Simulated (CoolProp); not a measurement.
Properties of m-xylene along the isotherm 346.85 °C (Tc = 343.7 °C, pc = 3.535 MPa, ω = 0.326).

Values from CoolProp's reference Helmholtz-energy equation of state, Zhou 2012.

```
p (MPa)          phase  density (kg/m³)  cv (kJ/(kg K))  viscosity (µPa s)  conductivity (mW/(m K))
-------  -------------  ---------------  --------------  -----------------  -----------------------
0.112              gas            2.333           2.149               13.3                     43.1
0.174              gas            3.649           2.151               13.3                     43.1
0.271              gas            5.742           2.153               13.4                     43.0
0.422              gas            9.091           2.157               13.5                     43.0
0.657              gas            14.54           2.163               13.6                     42.9
1.02               gas            23.63           2.174               13.7                     43.0
1.59               gas            40.00           2.194               14.0                     43.5
2.48               gas            74.31           2.240               14.6                     46.1
3.86     supercritical            386.2           2.374               39.5                     78.0
6.01     supercritical            478.4           2.268               57.6                     75.8
9.36     supercritical            523.8           2.247               69.7                     78.4
14.6     supercritical            562.7           2.236               82.4                     82.0
22.7     supercritical            599.9           2.231               97.4                     86.9
35.3     supercritical            637.6           2.229                116                     93.5
```

Viscosity comes from a separate model (Cao 2016). Thermal conductivity comes from a separate model (Mylona 2014).
